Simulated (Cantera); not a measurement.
# Thermodynamics of hydrogen reduction and annealing atmospheres, feed TiO2 + H2 + H2O

Charge: 1 mol TiO2, a varied amount of H2, 0.04 mol H2O, at 48.0 mbar.

Equilibrium computed with Cantera from the NASA thermochemical tables; the gas is ideal and each condensed phase is pure. Candidate condensed phases: H2O, Ti, TiO, TiO2, Ti2O3, Ti3O5, Ti4O7; 12 gas species. Mutual solubility and eutectic melting of coexisting phases are not modelled. Condensed phases not in the tables: Magnéli phases beyond Ti4O7. The numbers say what is thermodynamically allowed, not how fast it happens.

**Question.** Map the stable condensed phases over T = 1150, 1225, 1300, 1375, 1450, 1525, 1600, 1675, 1750, 1825, 1900, 1975 K and n(H2) in mol = 3.8, 6.8, 12, 22, 39, 70, 120, 220.

**Answer.** 
```
T in K \ n(H2) in mol
         3.8 6.8  12  22  39  70 120 220
   1975    A   B   B   B   B   B   B   C
   1900    A   B   B   B   B   B   B   D
   1825    A   E   B   B   B   B   B   D
   1750    F   A   E   B   B   B   B   B
   1675    F   A   A   E   B   B   B   B
   1600    F   F   A   A   B   B   B   B
   1525    F   F   F   A   A   E   B   B
   1450    F   F   F   F   A   A   E   B
   1375    G   F   F   F   F   A   A   E
   1300    G   G   G   F   F   F   A   A
   1225    G   G   G   G   F   F   F   A
   1150    G   G   G   G   G   F   F   F
```
A: Ti4O7; B: Ti3O5; C: Ti2O3; D: Ti2O3 + Ti3O5; E: Ti3O5 + Ti4O7; F: TiO2 + Ti4O7; G: TiO2.
